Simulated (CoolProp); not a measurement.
Vapour pressure (MPa) of C2F6 (R116): the reference equation beside estimates from Tc = 19.9 °C, pc = 3.048 MPa, ω = 0.257.

Values from CoolProp's reference Helmholtz-energy equation of state, Lemmon 2006. It is a short technical equation, of lower accuracy than the large ones.

| T (°C) | reference | Lee-Kesler | van der Waals | Redlich-Kwong | Soave-Redlich-Kwong | Peng-Robinson |
|---|---|---|---|---|---|---|
| -59.65 | 0.2477 | 0.2484 | 0.7471 | 0.3703 | 0.2484 | 0.2465 |
| -54.25 | 0.3117 | 0.3130 | 0.8444 | 0.4508 | 0.3131 | 0.3102 |
| -48.85 | 0.3874 | 0.3893 | 0.9495 | 0.5429 | 0.3900 | 0.3858 |
| -43.35 | 0.4779 | 0.4805 | 1.065 | 0.6494 | 0.4821 | 0.4763 |
| -37.95 | 0.5814 | 0.5845 | 1.186 | 0.7673 | 0.5874 | 0.5799 |
| -32.55 | 0.7006 | 0.7041 | 1.316 | 0.8992 | 0.7090 | 0.6997 |
| -27.15 | 0.8371 | 0.8409 | 1.455 | 1.046 | 0.8484 | 0.8372 |
| -21.75 | 0.9924 | 0.9964 | 1.602 | 1.208 | 1.007 | 0.9940 |
| -16.25 | 1.172 | 1.176 | 1.761 | 1.389 | 1.190 | 1.175 |
| -10.85 | 1.370 | 1.374 | 1.927 | 1.585 | 1.392 | 1.376 |

Absolute difference from the reference over all 10 rows, mean and median: Lee-Kesler 0.4 and 0.4 %, van der Waals 105.8 and 95.9 %, Redlich-Kwong 31.1 and 30.2 %, Soave-Redlich-Kwong 1.0 and 1.1 %, Peng-Robinson 0.3 and 0.3 %.
